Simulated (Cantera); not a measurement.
Input: 1 mol Si2H6, 0.27 mol N2O, 0.92 mol H2, equilibrated at 1798 K and 220 Pa.

Cantera equilibrium calculation (NASA polynomials, part measured and part estimated; ideal gas, pure solids and liquids). Candidate condensed phases: H2O, Si, SiO2, Si2N2O, Si3N4; 35 gas species. The feed counts by its element totals alone. Gases not in the tables: Si2H6 and higher silanes. Rates play no part.

Base state: H2 0.871, SiO 0.0602, N2 0.0602, H 0.00701, Si 0.00140, SiH 7.04e-5, SiH2 2.57e-5, Si2N 1.16e-5 (mole fractions); condensed: Si(l).

What changes in the equilibrium state with this change: pressure from 220 Pa to 2200 Pa?


| species | before | after |
|---|---|---|
| H2 | 0.871 | 0.877 |
| SiO | 0.0602 | 0.0605 |
| N2 | 0.0602 | 0.0605 |
| H | 0.00701 | 0.00222 |
| Si | 0.00140 | 0.000140 |
| Si2N | 1.16e-5 | 3.67e-6 |
| SiH | 7.04e-5 | 2.23e-5 |
| SiH2 | 2.57e-5 | 2.59e-5 |
| Si(l), mol | 1.72 | 1.73 |

What changes in the equilibrium state with this change: pressure from 220 Pa to 38000 Pa?


```tsv
species	before	after
H2	0.871	0.991
N2	0.0602	0.00433
SiO	0.0602	0.00433
Si	0.00140	8.12e-6
Si2N	1.16e-5	2.36e-7
H	0.00701	0.000569
SiH	7.04e-5	5.71e-6
SiH2	2.57e-5	2.92e-5
Si(l), mol	1.72	1.48
Si2N2O(s), mol	0	0.253
```
Mutual solubility and eutectic melting of coexisting phases are not modelled.
